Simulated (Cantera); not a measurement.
Charge: 1 mol SiHCl3, 5.2 mol H2, equilibrated at 7.50 Torr.

Equilibrium computed with Cantera from the NASA thermochemical tables; the gas is ideal and each condensed phase is pure. Candidate condensed phases: Si; 19 gas species. Gases not in the tables: Si2H6 and higher silanes. Kinetics and transport are ignored.

Question: What share of the Si ends up in condensed phases as a function of T (°C), at 775, 975, 1175, 1375, 1575, 1775, 1975, 2175?

Answer: 
```tsv
T (°C)	Si condensed (%)	as
775	28.0	Si(s)
975	24.0	Si(s)
1175	12.2	Si(s)
1375	8.0	Si(s)
1575	11.4	Si(l)
1775	10.3	Si(l)
1975	0.0	-
2175	0.0	-
```
